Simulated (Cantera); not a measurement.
# Moist CO burnout

An isothermal, constant-pressure homogeneous reactor starts with CO : O2 : H2O : N2 = 0.0053 : 0.015 : 0.0021 : 1 (molar parts), equivalence ratio 0.18, at 1500 K and 3.70 bar.

Detailed kinetics in Cantera: GRI-Mech 3.0 (53 species, 325 reactions).

```tsv
t (s)	x CO	x O2	x H2O	x NO2	x H2	x OH
2.00e-6	0.00518	0.0147	0.00205	<1e-12	<1e-12	5.47e-11
1.04e-5	0.00518	0.0147	0.00205	<1e-12	1.76e-12	5.62e-10
5.45e-5	0.00518	0.0147	0.00205	<1e-12	2.21e-10	1.02e-8
0.000284	0.00518	0.0147	0.00205	<1e-12	8.45e-8	1.21e-6
0.00148	0.00162	0.0128	0.00197	5.05e-9	1.81e-5	9.82e-5
0.00775	7.73e-5	0.0121	0.00204	2.43e-8	1.11e-6	2.69e-5
0.0404	1.69e-6	0.0121	0.00206	1.06e-8	6.54e-8	7.30e-6
0.211	1.24e-7	0.0121	0.00206	4.48e-9	1.87e-8	3.99e-6
1.10	1.21e-7	0.0121	0.00206	4.50e-9	1.85e-8	3.98e-6
5.75	1.21e-7	0.0121	0.00206	4.76e-9	1.85e-8	3.98e-6
30.0	1.21e-7	0.0121	0.00206	6.09e-9	1.85e-8	3.98e-6
```
x: mole fraction; the columns are a selection and need not sum to one.

Equilibrium at this temperature and pressure: CO 1.22e-7, O2 0.0119, H2O 0.00206, NO2 8.01e-7, H2 1.86e-8, OH 3.96e-6 (gas phase only).
